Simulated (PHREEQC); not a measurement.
## Copper plating or etch bath (model solution)

Dissolve 0.00049 mol/kgw CuCl2 and 0.26 mol/kgw H3BO3 at 20 °C. Closed to the air; pH follows from the charge balance.

Model: ion-association model, wateq4f.dat, run in PHREEQC.

This is a speciation only: nothing precipitates in the calculation.

Question: What pH does the model give?

Answer: pH 4.92.
